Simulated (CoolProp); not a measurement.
Properties of R236EA along the isotherm 412 K.

Model: reference Helmholtz-energy equation of state, Rui 2013, in CoolProp.

```json
[
 {"p (bar)": "0.162", "phase": "gas", "cv (kJ/(kg K))": "0.9566", "isothermal compressibility (1/MPa)": "61.83", "viscosity (µPa s)": "15.2", "conductivity (mW/(m K))": "23.0", "fugacity coefficient": "0.9984"},
 {"p (bar)": "0.238", "phase": "gas", "cv (kJ/(kg K))": "0.9568", "isothermal compressibility (1/MPa)": "42.12", "viscosity (µPa s)": "15.2", "conductivity (mW/(m K))": "23.0", "fugacity coefficient": "0.9976"},
 {"p (bar)": "0.349", "phase": "gas", "cv (kJ/(kg K))": "0.9570", "isothermal compressibility (1/MPa)": "28.76", "viscosity (µPa s)": "15.2", "conductivity (mW/(m K))": "23.0", "fugacity coefficient": "0.9965"},
 {"p (bar)": "0.512", "phase": "gas", "cv (kJ/(kg K))": "0.9573", "isothermal compressibility (1/MPa)": "19.63", "viscosity (µPa s)": "15.2", "conductivity (mW/(m K))": "23.0", "fugacity coefficient": "0.9948"},
 {"p (bar)": "0.752", "phase": "gas", "cv (kJ/(kg K))": "0.9578", "isothermal compressibility (1/MPa)": "13.40", "viscosity (µPa s)": "15.2", "conductivity (mW/(m K))": "23.0", "fugacity coefficient": "0.9924"},
 {"p (bar)": "1.1", "phase": "gas", "cv (kJ/(kg K))": "0.9585", "isothermal compressibility (1/MPa)": "9.195", "viscosity (µPa s)": "15.2", "conductivity (mW/(m K))": "23.0", "fugacity coefficient": "0.9889"},
 {"p (bar)": "1.62", "phase": "gas", "cv (kJ/(kg K))": "0.9596", "isothermal compressibility (1/MPa)": "6.278", "viscosity (µPa s)": "15.2", "conductivity (mW/(m K))": "23.0", "fugacity coefficient": "0.9836"},
 {"p (bar)": "2.38", "phase": "gas", "cv (kJ/(kg K))": "0.9612", "isothermal compressibility (1/MPa)": "4.309", "viscosity (µPa s)": "15.2", "conductivity (mW/(m K))": "23.1", "fugacity coefficient": "0.9760"},
 {"p (bar)": "3.49", "phase": "gas", "cv (kJ/(kg K))": "0.9636", "isothermal compressibility (1/MPa)": "2.975", "viscosity (µPa s)": "15.2", "conductivity (mW/(m K))": "23.1", "fugacity coefficient": "0.9649"},
 {"p (bar)": "5.12", "phase": "gas", "cv (kJ/(kg K))": "0.9672", "isothermal compressibility (1/MPa)": "2.068", "viscosity (µPa s)": "15.3", "conductivity (mW/(m K))": "23.2", "fugacity coefficient": "0.9486"},
 {"p (bar)": "7.52", "phase": "gas", "cv (kJ/(kg K))": "0.9730", "isothermal compressibility (1/MPa)": "1.453", "viscosity (µPa s)": "15.4", "conductivity (mW/(m K))": "23.3", "fugacity coefficient": "0.9249"},
 {"p (bar)": "11", "phase": "gas", "cv (kJ/(kg K))": "0.9821", "isothermal compressibility (1/MPa)": "1.046", "viscosity (µPa s)": "15.5", "conductivity (mW/(m K))": "23.5", "fugacity coefficient": "0.8907"},
 {"p (bar)": "16.2", "phase": "gas", "cv (kJ/(kg K))": "0.9983", "isothermal compressibility (1/MPa)": "0.7845", "viscosity (µPa s)": "15.9", "conductivity (mW/(m K))": "24.1", "fugacity coefficient": "0.8400"},
 {"p (bar)": "23.8", "phase": "gas", "cv (kJ/(kg K))": "1.031", "isothermal compressibility (1/MPa)": "0.6769", "viscosity (µPa s)": "17.0", "conductivity (mW/(m K))": "26.2", "fugacity coefficient": "0.7661"},
 {"p (bar)": "51.2", "phase": "liquid", "cv (kJ/(kg K))": "1.049", "isothermal compressibility (1/MPa)": "0.04911", "viscosity (µPa s)": "90.8", "conductivity (mW/(m K))": "48.2", "fugacity coefficient": "0.4776"}
]
```

Viscosity comes from a separate model (Huber 2003), an estimate that may be off by 10 % or more. Thermal conductivity comes from a separate model (Huber 2003), an estimate that may be off by 10 % or more.
